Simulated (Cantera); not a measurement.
A perfectly stirred reactor is fed with H₂ : O₂ = 0.094 : 1 (molar parts), at 740 Pa; it is held at 1100 K, and followed from long to short residence time.

Model: the H2/O2 subset of GRI-Mech 3.0, which has no nitrogen chemistry, integrated in Cantera. Radical loss at walls, strong at low pressure, is not modelled. The temperature is held fixed by assumption; the heat of reaction is taken as removed at once.

```csv
quantity,before,after
x(H₂) at τ = 1.40 s,0.000440,0.000927
x(O₂) at τ = 1.40 s,0.906,0.896
x(H₂O) at τ = 1.40 s,0.0882,0.0850
x(OH) at τ = 1.40 s,0.00122,0.00218
x(H) at τ = 1.40 s,0.000619,0.00363
x(H₂) at τ = 68.0 ms,0.00252,0.00425
x(O₂) at τ = 68.0 ms,0.886,0.867
x(H₂O) at τ = 68.0 ms,0.0799,0.0705
x(OH) at τ = 68.0 ms,0.00308,0.00413
x(H) at τ = 68.0 ms,0.00831,0.0197
```

### Question
Name the change that produced these shifts.
A) pressure from 740 Pa to 1330 Pa
B) O2 1 to 1.3 parts
C) pressure from 740 Pa to 280 Pa
D) temperature 1100 to 900 K

### Answer
C, pressure from 740 Pa to 280 Pa
